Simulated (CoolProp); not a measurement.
Aqueous ammonia as a coolant, 18 % by mass, freezing at -30.6 °C, 1 atm.

Model: Melinder's fits for secondary coolants, in CoolProp.

| T (°C) | density (kg/m³) | Prandtl number | viscosity (mPa s) | cp (kJ/(kg K)) |
|---|---|---|---|---|
| -26.5 | 944.5 | 68.5 | 6.53 | 4.278 |
| -21.8 | 943.6 | 52.9 | 5.15 | ___ |
| -17.1 | 942.5 | 41.8 | 4.16 | 4.257 |
| -12.4 | 941.3 | 33.7 | 3.43 | 4.248 |
| -7.7 | 939.9 | 27.7 | 2.87 | 4.240 |
| -2.9 | 938.4 | 23.0 | 2.43 | ___ |
| 1.8 | 936.8 | 19.4 | 2.09 | 4.226 |
| 6.5 | 935.1 | 16.5 | 1.82 | 4.220 |
| 11.2 | 933.2 | 14.2 | 1.59 | 4.215 |
| 15.9 | 931.2 | ___ | 1.40 | 4.210 |
| 20.6 | 929.1 | 10.6 | 1.23 | 4.206 |

**Question.** Some entries are withheld; supply them.

**Answer.** 
- -21.8, cp (kJ/(kg K)): 4.267
- -2.9, cp (kJ/(kg K)): 4.233
- 15.9, Prandtl number: 12.3
